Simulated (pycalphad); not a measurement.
## Phase fractions of Al-12.4Si-5.77Mn (at.%)

All values are pycalphad results on the COST 507 light-alloy database (1999) (1 atm), not direct measurements. The database dates from 1999; later assessments differ in places, in temperatures and in the compounds included. Amounts are mole fractions of atoms.

| T (°C) | liquid | ALMNSI_BETA | ALMNSI_ALPHA | fcc | diamond (Si) |
|---|---|---|---|---|---|
| 827 | 1.000 | - | - | - | - |
| 752 | 0.885 | 0.115 | - | - | - |
| 677 | ? | - | ? | - | - |
| 602 | 0.680 | - | 0.320 | - | - |
| 527 | - | - | 0.331 | 0.592 | 0.076 |
| 452 | - | - | 0.332 | 0.589 | 0.080 |
| 377 | - | - | 0.332 | 0.587 | 0.082 |
| 302 | - | - | 0.332 | ? | ? |
| 227 | - | - | 0.332 | 0.584 | 0.084 |

Question: Complete the blanks.

Answer: 
- 677, liquid: 0.719
- 677, ALMNSI_ALPHA: 0.281
- 302, fcc: 0.585
- 302, diamond (Si): 0.083

Database names, with the compositions (at.%) that they take in these runs: ALMNSI_BETA: Al 62 Mn 23 Si 14; ALMNSI_ALPHA: Al 70 Mn 17 Si 12.
